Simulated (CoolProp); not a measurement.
Properties of dimethyl carbonate along the isobar 459 kPa.

The numbers come from the reference Helmholtz-energy equation of state, Zhou 2011 in CoolProp.

| T (°C) | phase | density (kg/m³) | cp (kJ/(kg K)) | cv (kJ/(kg K)) | Joule-Thomson coefficient (K/MPa) | fugacity coefficient |
|---|---|---|---|---|---|---|
| 253.55 | gas | 9.831 | 1.754 | 1.644 | 8.014 | 0.9617 |
| 264.05 | gas | 9.614 | 1.772 | 1.663 | 7.570 | 0.9640 |
| 274.45 | gas | 9.409 | 1.790 | 1.682 | 7.171 | 0.9662 |
| 284.95 | gas | 9.211 | 1.808 | 1.701 | 6.804 | 0.9682 |
| 295.45 | gas | 9.023 | 1.826 | 1.719 | 6.467 | 0.9700 |
| 305.95 | gas | 8.842 | 1.843 | 1.737 | 6.159 | 0.9718 |
| 316.35 | gas | 8.671 | 1.859 | 1.755 | 5.878 | 0.9734 |
| 326.85 | gas | 8.506 | 1.875 | 1.771 | 5.615 | 0.9749 |
